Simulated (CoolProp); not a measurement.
Aqueous potassium carbonate as a coolant, at -8 °C, 1 atm.

Values from CoolProp's Melinder's fits for secondary coolants.

```tsv
mass %	freezing point (°C)	conductivity (W/(m K))	viscosity (mPa s)	density (kg/m³)	cp (kJ/(kg K))
21.9	-10.2	0.532	…	1220	…
24.5	-12.4	…	4.22	1249	3.100
27.1	-15.0	0.526	4.74	1278	3.009
29.7	-18.2	0.523	5.41	1307	…
32.2	-21.8	0.521	6.24	1336	2.848
```

Problem. Fill in the missing entries.

Solution. 
- 21.9, viscosity (mPa s): 3.82
- 21.9, cp (kJ/(kg K)): 3.195
- 24.5, conductivity (W/(m K)): 0.529
- 29.7, cp (kJ/(kg K)): 2.923
